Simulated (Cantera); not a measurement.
Feed: 1 mol N₂O, 0.075 mol SO₂, 1.8 mol O₂, at 1927 °C and 0.133 bar.

These are equilibrium values from Cantera (NASA tables, ideal gas, pure condensed phases), not measurements of a reactor. Candidate condensed phases: S; 17 gas species. Rates play no part.

Base state: O₂ 0.670, N₂ 0.289, SO₂ 0.0221, NO 0.0136, O 0.00606, SO 5.70e-5, SO₃ 2.23e-5, NO₂ 1.14e-5 (mole fractions); condensed: gas only.

### Question
What changes in the equilibrium state with this change: pressure from 0.133 bar to 25.0 mbar?

### Answer
| species | before | after |
|---|---|---|
| O₂ | 0.670 | 0.663 |
| N₂ | 0.289 | 0.287 |
| SO₂ | 0.0221 | 0.0219 |
| O | 0.00606 | 0.0139 |
| NO | 0.0136 | 0.0136 |
| NO₂ | 1.14e-5 | 4.87e-6 |
| SO₃ | 2.23e-5 | 9.54e-6 |
| SO | 5.70e-5 | 0.000131 |
